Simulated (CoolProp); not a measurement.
Saturation properties of R1233zd(E) (Tc = 165.7 °C, pc = 3583 kPa, ω = 0.304).

Computed with CoolProp (reference Helmholtz-energy equation of state, Akasaka 2022).

```csv
T (°C),p (kPa),liquid density (kg/m³),enthalpy of vaporisation (kJ/kg)
57.05,360.5,1181,___
59.35,384.5,1175,172.0
61.65,409.7,1168,170.6
63.95,436.2,1162,169.2
66.25,463.9,1156,167.7
68.55,492.9,___,166.2
70.75,522.0,1143,164.8
73.05,553.7,1136,163.2
75.35,586.9,1129,___
77.65,621.6,1122,160.1
79.95,___,1115,158.4
82.25,695.5,1108,156.8
84.55,734.8,1101,155.1
86.85,775.8,1094,___
89.15,___,1086,151.6
```

What belongs in the gaps?


- 57.05, enthalpy of vaporisation (kJ/kg): 173.4
- 68.55, liquid density (kg/m³): 1149
- 75.35, enthalpy of vaporisation (kJ/kg): 161.7
- 79.95, p (kPa): 657.8
- 86.85, enthalpy of vaporisation (kJ/kg): 153.4
- 89.15, p (kPa): 818.5

It boils at 18.1 °C under 1 atm.
